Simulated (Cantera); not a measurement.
Stirred combustor or abatement burner

A perfectly stirred reactor is fed with CO : H2 : O2 : N2 : CO2 = 1 : 0.41 : 0.441 : 1.63 : 0.46 (molar parts), equivalence ratio 1.6, at 670000 Pa; it is adiabatic with a 600 K inlet, and is followed from long to short residence time, starting on the burning branch (τ in s: 0.07, 0.03, 0.013, 0.0055, 0.0024, 0.001, 0.00044, 0.00019, 8.1e-05, 3.5e-05, 1.5e-05).

Cantera simulation using GRI-Mech 3.0 (53 species, 325 reactions); the numbers are that mechanism's predictions, not measurements. The hydrogen kinetics of GRI-Mech 3.0 are dated; newer H2 mechanisms differ, most at raised pressure.

| τ (s) | T (K) | x CO | x H2 | x O2 | x CO2 | x NO | x O |
|---|---|---|---|---|---|---|---|
| 0.070 | 2210 | 0.141 | 0.0102 | 0.000104 | 0.276 | 0.000111 | 1.48e-5 |
| 0.030 | 2207 | 0.141 | 0.0102 | 0.000183 | 0.276 | 0.000111 | 2.60e-5 |
| 0.013 | 2202 | 0.141 | 0.0103 | 0.000332 | 0.275 | 0.000110 | 4.95e-5 |
| 0.0055 | 2194 | 0.142 | 0.0103 | 0.000623 | 0.274 | 0.000105 | 9.92e-5 |
| 0.0024 | 2181 | 0.143 | 0.0104 | 0.00114 | 0.273 | 9.65e-5 | 0.000193 |
| 0.0010 | 2159 | 0.144 | 0.0107 | 0.00211 | 0.271 | 8.52e-5 | 0.000384 |
| 0.00044 | 2126 | 0.147 | 0.0110 | 0.00364 | 0.267 | 7.39e-5 | 0.000706 |
| 0.00019 | 2077 | 0.151 | 0.0116 | 0.00604 | 0.261 | 6.33e-5 | 0.00126 |
| 8.1e-5 | 2006 | 0.157 | 0.0124 | 0.00955 | 0.253 | 5.40e-5 | 0.00213 |
| 3.5e-5 | 1912 | 0.164 | 0.0135 | 0.0143 | 0.243 | 4.50e-5 | 0.00333 |
| 1.5e-5 | 1787 | 0.175 | 0.0150 | 0.0213 | 0.228 | 3.25e-5 | 0.00469 |
x: mole fraction; the columns are a selection and need not sum to one.
